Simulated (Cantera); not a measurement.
# Silicon oxide and oxynitride deposition: Si2H6 + O2 + N2 + CO2

Input: 1 mol Si2H6, 0.8 mol O2, 10 mol N2, 1.8 mol CO2, held at 13000 Pa.

These are equilibrium values from Cantera (NASA tables, ideal gas, pure condensed phases), not measurements of a reactor. Candidate condensed phases: C, C6H6, C7H8, C8H18, H2O, Si, SiC, SiO2, Si2N2O, Si3N4; 151 gas species. The feed counts by its element totals alone. N2 is the only nitrogen source here; it is nearly inert below about 1500 K, so the nitride shown seldom forms there in practice. Mutual solubility and eutectic melting of coexisting phases are not modelled. The tables hold silica as quartz up to 1696 K and as liquid above; real silica turns to tridymite and cristobalite and melts near 1996 K. Rates play no part.

At 1250 K the condensed part is C(graphite) + SiO2(β-quartz) + Si2N2O(s). From 1325 K to 1625 K the condensed part is SiO2(β-quartz) + Si2N2O(s). From 1700 K to 1775 K the condensed part is SiO2(condensed) + Si2N2O(s). From 1850 K to 1925 K the condensed part is SiO2(condensed). At 2000 K the condensed part is SiO2(l). The main Si-bearing gas is SiO throughout.

| T (K) | x N2 | x H2 | x CO | x SiO | x H2O | x H | x CO2 | x CH4 | n C(graphite) | n SiO2(β-quartz) | n Si2N2O(s) | n SiO2(condensed) | n SiO2(l) |
|---|---|---|---|---|---|---|---|---|---|---|---|---|---|
| 1250 | 0.697 | 0.210 | 0.0928 | 1.18e-8 | 3.81e-5 | 6.14e-7 | 1.08e-5 | 6.29e-5 | 0.473 | 1.92 | 0.0422 | 0 | 0 |
| 1325 | 0.671 | 0.205 | 0.123 | 1.87e-7 | 4.59e-5 | 2.06e-6 | 1.48e-5 | 1.90e-5 | 0 | 1.60 | 0.200 | 0 | 0 |
| 1400 | 0.671 | 0.205 | 0.123 | 2.17e-6 | 5.59e-5 | 6.11e-6 | 1.54e-5 | 5.20e-6 | 0 | 1.60 | 0.200 | 0 | 0 |
| 1475 | 0.671 | 0.205 | 0.123 | 1.95e-5 | 6.65e-5 | 1.63e-5 | 1.61e-5 | 1.63e-6 | 0 | 1.60 | 0.200 | 0 | 0 |
| 1550 | 0.671 | 0.205 | 0.123 | 0.000141 | 7.77e-5 | 3.96e-5 | 1.67e-5 | 5.71e-7 | 0 | 1.60 | 0.200 | 0 | 0 |
| 1625 | 0.671 | 0.205 | 0.123 | 0.000844 | 8.94e-5 | 8.86e-5 | 1.73e-5 | 2.21e-7 | 0 | 1.60 | 0.196 | 0 | 0 |
| 1700 | 0.669 | 0.204 | 0.123 | 0.00430 | 0.000101 | 0.000185 | 1.77e-5 | 9.22e-8 | 0 | 0 | 0.179 | 1.58 | 0 |
| 1775 | 0.660 | 0.200 | 0.120 | 0.0189 | 0.000109 | 0.000359 | 1.76e-5 | 4.04e-8 | 0 | 0 | 0.106 | 1.50 | 0 |
| 1850 | 0.649 | 0.194 | 0.117 | 0.0392 | 0.000216 | 0.000658 | 3.23e-5 | 9.82e-9 | 0 | 0 | 0 | 1.40 | 0 |
| 1925 | 0.648 | 0.193 | 0.117 | 0.0398 | 0.000794 | 0.00117 | 0.000111 | 1.49e-9 | 0 | 0 | 0 | 1.39 | 0 |
| 2000 | 0.647 | 0.191 | 0.116 | 0.0417 | 0.00253 | 0.00197 | 0.000337 | 2.67e-10 | 0 | 0 | 0 | 0 | 1.36 |
x: gas mole fraction; n: condensed amount in mol.
